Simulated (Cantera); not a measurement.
Ti(OiPr)4 + CH4 + H2 (titanium nitride, carbide and oxide coatings)

A closed system holds: 1 mol Ti(OiPr)4, 0.11 mol CH4, 56 mol H2, at 1000 Pa.

Cantera equilibrium calculation (NASA polynomials, part measured and part estimated; ideal gas, pure solids and liquids). Candidate condensed phases: C, C6H6, C7H8, C8H18, H2O, Ti, TiC, TiO, TiO2, Ti2O3, Ti3O5, Ti4O7; 113 gas species. The feed counts by its element totals alone. Mutual solubility and eutectic melting of coexisting phases are not modelled. TiC: taken at fixed stoichiometry. Condensed phases not in the tables: Magnéli phases beyond Ti4O7. Kinetics and transport are ignored.

At 1048 K the condensed part is C(graphite) + Ti4O7(s). At 1148 K the condensed part is C(graphite) + TiC(s) + Ti3O5(s). From 1248 K to 2048 K the condensed part is C(graphite) + TiC(s).

```tsv
T (K)	x H2	x CO	x H	x C2H2 (acetylene)	x CH4	x H2O	x CO2	x CH3	n C(graphite)	n Ti4O7(s)	n TiC(s)	n Ti3O5(s)
1048	0.968	0.0310	7.60e-8	3.81e-9	0.000548	5.61e-5	2.13e-6	7.65e-10	9.82	0.250	0	0
1148	0.956	0.0434	7.01e-7	3.55e-8	0.000218	2.00e-5	7.66e-7	2.98e-9	8.40	0	0.512	0.163
1248	0.946	0.0539	4.54e-6	2.30e-7	9.98e-5	7.84e-6	2.87e-7	9.28e-9	7.10	0	1.00	0
1348	0.946	0.0539	2.25e-5	1.14e-6	5.22e-5	2.97e-6	8.66e-8	2.47e-8	7.11	0	1.00	0
1448	0.946	0.0539	8.96e-5	4.50e-6	2.99e-5	1.29e-6	3.10e-8	5.70e-8	7.11	0	1.00	0
1548	0.946	0.0539	0.000299	1.48e-5	1.84e-5	6.26e-7	1.28e-8	1.18e-7	7.11	0	1.00	0
1648	0.945	0.0539	0.000866	4.23e-5	1.20e-5	3.32e-7	5.90e-9	2.23e-7	7.10	0	1.00	0
1748	0.944	0.0538	0.00222	0.000107	8.19e-6	1.89e-7	2.98e-9	3.91e-7	7.09	0	1.00	0
1848	0.941	0.0538	0.00514	0.000242	5.83e-6	1.14e-7	1.63e-9	6.42e-7	7.07	0	1.00	0
1948	0.935	0.0536	0.0109	0.000504	4.28e-6	7.27e-8	9.49e-10	9.96e-7	7.03	0	1.000	0
2048	0.924	0.0533	0.0215	0.000969	3.20e-6	4.79e-8	5.81e-10	1.47e-6	6.96	0	1.000	0
```
x: gas mole fraction; n: condensed amount in mol.
